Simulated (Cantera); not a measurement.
An isothermal, constant-pressure homogeneous reactor starts with C₂H₆ : H₂ = 1 : 13 (molar parts), at 1550 K and 0.00375 atm. Integrator tolerance rtol = 1e-08.

Computed with Cantera and GRI-Mech 3.0 (53 species, 325 reactions). GRI-Mech 3.0 stops at C3 and has no aromatics, soot or wall deposition, so with more carbon than oxygen in the feed, carbon stays in small species such as C2H2 where larger ones or solid carbon would form. Radical loss at walls, strong at low pressure, is not modelled.

Task: What does this change do: temperature 1550 to 1623 K?

Result: 
```tsv
quantity	before	after
x(C₂H₆) at 60.0 s	1.41e-7 (gas-phase equilibrium 8.18e-10)	8.28e-9 (gas-phase equilibrium 2.60e-10)
x(H₂) at 60.0 s	0.932 (gas-phase equilibrium 0.937)	0.936 (gas-phase equilibrium 0.936)
x(CH₄) at 60.0 s	0.00836 (gas-phase equilibrium 0.000432)	0.00158 (gas-phase equilibrium 0.000214)
x(C₂H₂) at 60.0 s	0.0588 (gas-phase equilibrium 0.0623)	0.0617 (gas-phase equilibrium 0.0624)
x(CH₂) at 60.0 s	3.40e-8 (gas-phase equilibrium 2.18e-9)	4.00e-8 (gas-phase equilibrium 5.65e-9)
x(H) at 60.0 s	0.000453 (gas-phase equilibrium 0.000498)	0.00108 (gas-phase equilibrium 0.00109)
```

Task: What does this change do: pressure from 0.00375 atm to 0.987 atm?

Result: 
| quantity | before | after |
|---|---|---|
| x(C₂H₆) at 60.0 s | 1.41e-7 (gas-phase equilibrium 8.18e-10) | 2.29e-5 (gas-phase equilibrium 2.29e-5) |
| x(H₂) at 60.0 s | 0.932 (gas-phase equilibrium 0.937) | 0.897 (gas-phase equilibrium 0.897) |
| x(CH₄) at 60.0 s | 0.00836 (gas-phase equilibrium 0.000432) | 0.0708 (gas-phase equilibrium 0.0708) |
| x(C₂H₂) at 60.0 s | 0.0588 (gas-phase equilibrium 0.0623) | 0.0275 (gas-phase equilibrium 0.0275) |
| x(CH₂) at 60.0 s | 3.40e-8 (gas-phase equilibrium 2.18e-9) | 1.42e-9 (gas-phase equilibrium 1.42e-9) |
| x(H) at 60.0 s | 0.000453 (gas-phase equilibrium 0.000498) | 3.00e-5 (gas-phase equilibrium 3.00e-5) |
